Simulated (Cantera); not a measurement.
A closed system holds: 1 mol Ti(OiPr)₄, 5.3 mol H₂, 0.19 mol H₂O, held at 2198 K and 13300 Pa.

Method: chemical equilibrium by Gibbs-energy minimisation in Cantera with the NASA 1993 tables (ideal gas, pure condensed phases). The feed counts by its element totals alone. TiC: taken at fixed stoichiometry. Equilibrium is a limit: real reactors are often held back by kinetics, nucleation or transport.

```json
[
 {"species": "H₂", "before": "0.808", "after": "0.725"},
 {"species": "CO", "before": "0.176", "after": "0.168"},
 {"species": "H", "before": "0.0137", "after": "0.106"},
 {"species": "Ti", "before": "1.86e-7", "after": "1.24e-5"},
 {"species": "CH₄", "before": "2.30e-5", "after": "2.77e-7"},
 {"species": "C₂H₂ (acetylene)", "before": "0.00205", "after": "0.00184"},
 {"species": "C(graphite), mol", "before": "6.71", "after": "6.72"},
 {"species": "TiC(s), mol", "before": "1.000", "after": "1.000"}
]
```
Gas species are given as mole fractions.

Task: Which change was made?
(A) temperature from 2198 K to 1250 K
(B) pressure from 13300 Pa to 200 Pa
(C) H₂O from 0.19 to 13 mol
(D) pressure from 13300 Pa to 1200 Pa

Result: B, pressure from 13300 Pa to 200 Pa
